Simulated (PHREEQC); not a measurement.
Make-up at 25 °C: 1.7 mmol/kgw HF, 0.033 mmol/kgw NH4HF2, 99 mmol/kgw H2SiF6 and 0.12 mmol/kgw H3PO4. Closed to the air; pH follows from the charge balance.

The numbers come from PHREEQC with the ion-association model, wateq4f.dat.

Each row changes one thing in this solution. This is a speciation only: nothing precipitates in the calculation.

```csv
case,pH,ionic strength (mol/kgw),HF (mol/kgw),H4SiO4 (mol/kgw),H2F2 (mol/kgw),H3PO4 (mol/kgw),SI of SiO2(a) (SiO2)
as made,0.82,0.292,0.0109,0.00164,0.000330,0.000113,-0.04
H2SiF6 from 0.099 to 0.149 mol/kgw,0.65,0.441,0.0121,0.00188,0.000426,0.000115,+0.04
HF from 0.0017 to 0.0085 mol/kgw,0.81,(withheld),0.0123,0.000785,0.000424,0.000113,(withheld)
diluted 100-fold with water,(withheld),0.00245,0.00174,0.000405,7.85e-6,2.38e-7,-0.68
temperature from 25 to 75 °C,0.85,0.276,0.0419,0.00695,0.000687,0.000115,+0.23
HF left out,0.82,0.291,0.0106,0.00188,0.000315,0.000113,+0.02
HF from 0.0017 to 0.00255 mol/kgw,0.82,0.292,(withheld),0.00153,0.000338,0.000113,-0.07
```

Q: Some entries are withheld; supply them.

A: 
- HF from 0.0017 to 0.0085 mol/kgw, ionic strength (mol/kgw): 0.295
- HF from 0.0017 to 0.0085 mol/kgw, SI of SiO2(a) (SiO2): -0.36
- diluted 100-fold with water, pH: 2.75
- HF from 0.0017 to 0.00255 mol/kgw, HF (mol/kgw): 0.0110

Complexes and solids missing from the database can't appear. Some of these states are supersaturated (in Quartz (slow to form), Chalcedony (slow to form), SiO2(a), for instance). H3PO4, which wateq4f.dat lacks, is added to it with the constant of phreeqc.dat. At this temperature some constants are extrapolated from 25 °C, and those without enthalpy data are left unchanged. SiF6-2 is the database's only silicon fluoride.
